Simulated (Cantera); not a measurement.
A closed system holds: 1 mol Fe(CO)5, 0.2 mol O2, 0.37 mol H2, equilibrated at 1275 K and 0.100 bar.

These are equilibrium values from Cantera (NASA tables, ideal gas, pure condensed phases), not measurements of a reactor. Candidate condensed phases: C, C6H6, C7H8, C8H18, Fe, Fe(CO)5, FeO, Fe(OH)2, Fe(OH)3, Fe2O3, Fe3O4, H2O; 114 gas species. Equilibrium is a limit: real reactors are often held back by kinetics, nucleation or transport.

Question: What is the equilibrium state?

Answer: 
```json
{
 "x(CO)": "0.864",
 "x(CO2)": "0.0667",
 "x(H2)": "0.0611",
 "x(H2O)": "0.00783",
 "n(Fe(γ))": "1.00 mol",
 "gas_amount": "5.370 mol",
 "log10 activity of C(graphite) (absent)": "-2.10",
 "log10 activity of Fe(OH)2(s) (absent)": "-8.82",
 "log10 activity of Fe(OH)3(s) (absent)": "-15.66"
}
```
